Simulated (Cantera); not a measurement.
Input: 1 mol SiH4, 0.081 mol Cl2, 330 mol H2, equilibrated at 1.00 bar.

These are equilibrium values from Cantera (NASA tables, ideal gas, pure condensed phases), not measurements of a reactor. Candidate condensed phases: Si; 19 gas species. Gases not in the tables: Si2H6 and higher silanes. Equilibrium is a limit: real reactors are often held back by kinetics, nucleation or transport.

x: gas mole fraction; n: condensed amount in mol.

```json
[
 {"T (K)": "1573", "x H2": "0.999", "x HCl": "0.000486", "x H": "4.06e-5", "x SiH2": "3.67e-6", "x SiH": "?", "x SiH4": "1.12e-6", "n Si(s)": "0.998", "n Si(l)": "0"},
 {"T (K)": "1598", "x H2": "0.999", "x HCl": "0.000486", "x H": "5.32e-5", "x SiH2": "4.89e-6", "x SiH": "?", "x SiH4": "1.15e-6", "n Si(s)": "0.998", "n Si(l)": "0"},
 {"T (K)": "1623", "x H2": "0.999", "x HCl": "0.000486", "x H": "6.91e-5", "x SiH2": "6.46e-6", "x SiH": "?", "x SiH4": "1.18e-6", "n Si(s)": "0.997", "n Si(l)": "0"},
 {"T (K)": "1648", "x H2": "0.999", "x HCl": "0.000486", "x H": "8.90e-5", "x SiH2": "8.47e-6", "x SiH": "?", "x SiH4": "1.21e-6", "n Si(s)": "0.996", "n Si(l)": "0"},
 {"T (K)": "1673", "x H2": "0.999", "x HCl": "0.000486", "x H": "0.000114", "x SiH2": "1.10e-5", "x SiH": "?", "x SiH4": "1.24e-6", "n Si(s)": "0.995", "n Si(l)": "0"},
 {"T (K)": "1698", "x H2": "0.999", "x HCl": "0.000486", "x H": "0.000145", "x SiH2": "1.40e-5", "x SiH": "?", "x SiH4": "1.25e-6", "n Si(s)": "0", "n Si(l)": "0.994"},
 {"T (K)": "1723", "x H2": "0.999", "x HCl": "0.000486", "x H": "0.000182", "x SiH2": "1.70e-5", "x SiH": "?", "x SiH4": "1.22e-6", "n Si(s)": "0", "n Si(l)": "0.993"}
]
```

Task: Some entries are withheld; supply them.

Result: 
- 1573, x SiH: 1.32e-7
- 1598, x SiH: 2.05e-7
- 1623, x SiH: 3.14e-7
- 1648, x SiH: 4.74e-7
- 1673, x SiH: 7.06e-7
- 1698, x SiH: 1.02e-6
- 1723, x SiH: 1.41e-6
